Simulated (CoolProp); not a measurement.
Properties of n-heptane along the isotherm 326.85 °C (Tc = 268.1 °C, pc = 2774 kPa, ω = 0.349).

Model: reference Helmholtz-energy equation of state, Span 2003, in CoolProp. It is a short technical equation, of lower accuracy than the large ones.

```tsv
p (kPa)	phase	cp (kJ/(kg K))	speed of sound (m/s)	isothermal compressibility (1/MPa)	expansivity (1/kK)	Prandtl number	fugacity coefficient
1540	gas	3.015	195.4	0.7709	2.932	0.775	0.8701
3080	supercritical	3.387	158.5	0.5108	6.219	1.02	0.7464
4620	supercritical	4.274	131.1	0.4396	13.69	1.83	0.6308
6160	supercritical	3.961	175.6	0.1481	8.685	2.36	0.5363
7710	supercritical	3.667	234.2	0.06661	5.378	2.49	0.4719
9250	supercritical	3.541	282.5	0.04094	4.038	2.58	0.4287
10800	supercritical	3.470	324.0	0.02899	3.307	2.66	0.3981
12300	supercritical	3.424	359.1	0.02244	2.856	2.73	0.3768
13900	supercritical	3.390	392.7	0.01801	2.522	2.79	0.3602
```

Viscosity comes from a separate model (Michailidou 2014). Thermal conductivity comes from a separate model (Assael 2013).
